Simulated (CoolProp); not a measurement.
Saturation properties of C3F8 (R218).

Values from CoolProp's reference Helmholtz-energy equation of state, Lemmon 2006. It is a short technical equation, of lower accuracy than the large ones.

| T (K) | p (bar) | liquid density (kg/m³) | enthalpy of vaporisation (kJ/kg) | liquid viscosity (µPa s) |
|---|---|---|---|---|
| 240.6 | 1.223 | 1595 | 103.6 | (withheld) |
| 242.5 | 1.327 | 1587 | 102.9 | 394 |
| 244.5 | (withheld) | 1579 | 102.1 | 382 |
| 246.4 | 1.562 | 1571 | 101.4 | 370 |
| 248.4 | 1.694 | 1563 | 100.6 | 359 |
| 250.4 | 1.835 | 1555 | 99.78 | 347 |
| 252.3 | 1.977 | 1547 | 99.01 | 337 |
| 254.3 | 2.135 | 1539 | 98.19 | 327 |
| 256.2 | 2.294 | 1531 | (withheld) | 317 |
| 258.2 | 2.471 | 1522 | (withheld) | 308 |
| 260.1 | 2.649 | 1514 | 95.75 | 299 |
| 262.1 | 2.847 | 1505 | 94.88 | 290 |
| 264 | 3.044 | 1497 | 94.05 | 281 |
| 266 | 3.263 | 1488 | 93.15 | 273 |
| 267.9 | 3.482 | 1479 | 92.28 | 265 |

Task: Complete the blanks.

Result: 
- 240.6, liquid viscosity (µPa s): 406
- 244.5, p (bar): 1.444
- 256.2, enthalpy of vaporisation (kJ/kg): 97.40
- 258.2, enthalpy of vaporisation (kJ/kg): 96.56

It boils at 236.4 K under 1 atm.

Viscosity comes from a separate model (Huber 2003), an estimate that may be off by 10 % or more.
